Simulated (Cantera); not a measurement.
Cantera run, input and output.

```python
import numpy as np
import cantera as ct

gas = ct.Solution("gri30.yaml")
gas.TPX = 1075, 20000, {'N2O': 1, 'H2O': 0.026}
reactor = ct.IdealGasConstPressureReactor(gas, energy="off", clone=False)
net = ct.ReactorNet([reactor])
net.rtol, net.atol = 1e-08, 1e-18
show = ['N2O', 'H2O', 'NO2', 'H2O2', 'H2']
times = np.geomspace(0.0002, 300, 15)

steps = ct.SolutionArray(gas, extra=["t"])
rows = []
print(f"{'t/s':>10s}{'T/K':>9s}{'P/Pa':>11s}" + "".join(f"{s:>11s}" for s in show))
for t in times:
    while net.time < t:
        t_next = net.step()
        steps.append(gas.state, t=t_next)
    rows.append([np.interp(t, steps.t, y) for y in (steps.T, steps.P, *steps(*show).X.T)])
    print(f"{t:10.3e}{rows[-1][0]:9.1f}{rows[-1][1]:11.4g}" + "".join(f"{x:11.3e}" for x in rows[-1][2:]))
rate = np.gradient(steps.T, steps.t)
print("integrator steps:", len(steps.t))
if steps.T.max() > steps.T[0] + 200:
    print(f"time of steepest temperature rise: {steps.t[rate.argmax()]:.4e} s")
gas.TPX = 1075, 20000, {'N2O': 1, 'H2O': 0.026}
gas.equilibrate("TP")
print(f"equilibrium (TP): T = {gas.T:.1f} K  " + "  ".join(f"{s} {gas[s].X[0]:.3e}" for s in show))
```

It prints:

```
       t/s      T/K       P/Pa        N2O        H2O        NO2       H2O2         H2
 2.000e-04   1075.0      2e+04  9.747e-01  2.534e-02  5.615e-14  3.689e-15  3.651e-14
 5.523e-04   1075.0      2e+04  9.747e-01  2.534e-02  1.442e-12  1.181e-13  6.081e-13
 1.525e-03   1075.0      2e+04  9.746e-01  2.534e-02  6.774e-11  3.818e-12  7.866e-12
 4.212e-03   1075.0      2e+04  9.746e-01  2.534e-02  3.360e-09  1.997e-10  7.574e-11
 1.163e-02   1075.0      2e+04  9.745e-01  2.534e-02  1.181e-07  7.994e-09  5.154e-10
 3.212e-02   1075.0      2e+04  9.742e-01  2.534e-02  1.880e-06  5.332e-08  2.462e-09
 8.870e-02   1075.0      2e+04  9.734e-01  2.533e-02  1.185e-05  3.831e-08  7.060e-09
 2.449e-01   1075.0      2e+04  9.712e-01  2.531e-02  4.643e-05  1.916e-08  1.093e-08
 6.764e-01   1075.0      2e+04  9.651e-01  2.526e-02  1.302e-04  9.706e-09  7.187e-09
 1.868e+00   1075.0      2e+04  9.487e-01  2.512e-02  2.519e-04  4.840e-09  3.707e-09
 5.159e+00   1075.0      2e+04  9.056e-01  2.475e-02  3.479e-04  3.414e-09  2.595e-09
 1.425e+01   1075.0      2e+04  7.999e-01  2.385e-02  3.725e-04  3.292e-09  2.241e-09
 3.934e+01   1075.0      2e+04  5.827e-01  2.200e-02  3.136e-04  3.121e-09  2.206e-09
 1.086e+02   1075.0      2e+04  2.758e-01  1.939e-02  2.063e-04  2.518e-09  2.234e-09
 3.000e+02   1075.0      2e+04  5.657e-02  1.752e-02  1.323e-04  1.288e-09  1.430e-09
integrator steps: 1433
equilibrium (TP): T = 1075.0 K  N2O 2.413e-09  H2O 1.704e-02  NO2 1.422e-06  H2O2 3.004e-11  H2 4.695e-11
```

Cantera simulation using GRI-Mech 3.0 (53 species, 325 reactions); the numbers are that mechanism's predictions, not measurements. GRI-Mech 3.0 was tuned for natural gas; its chemistry of N2O as a main component is partial and can be far from experiment. The mechanism lacks the step 2 NO + O2 → 2 NO2, which can matter for NO2 below about 1400 K. The temperature is held fixed by assumption; the heat of reaction is taken as removed at once.
